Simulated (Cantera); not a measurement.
A closed system holds: 1 mol SiH4, a varied amount of O3, at 1327 °C and 10.0 mbar.

These are equilibrium values from Cantera (NASA tables, ideal gas, pure condensed phases), not measurements of a reactor. Candidate condensed phases: H2O, Si, SiO2; 18 gas species. Mutual solubility and eutectic melting of coexisting phases are not modelled. The tables hold silica as quartz up to 1696 K and as liquid above; real silica turns to tridymite and cristobalite and melts near 1996 K. Kinetics and transport are ignored.

Problem. At 0.4 mol O3, list the 3 most abundant gas species with their mole fractions, and the condensed phases.

Solution. H2 0.715, SiO 0.285, H 0.000460. Condensed: Si(s) + SiO2(β-quartz).
